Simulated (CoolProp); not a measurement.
Vapour-liquid equilibrium of R22 (1) + R134a (2) at 0.235 MPa; x and y are mole fractions of (1).

The numbers come from the multi-fluid Helmholtz-energy mixture model, Kamei 1995 and Tillner-Roth 1994; pair parameters Bell 2016 in CoolProp.

### Question
Give the bubble temperature and the first vapour's composition at x = 0.125, 0.2, 0.875. Is there an azeotrope?

### Answer
x = 0.125: -8.9 °C, y = 0.210; x = 0.2: -10.4 °C, y = 0.315; x = 0.875: -19.9 °C, y = 0.917. No azeotrope shows between x = 0.05 and 0.95.

Pair parameters are fitted to limited data, so mixtures are less certain than the pure fluids.
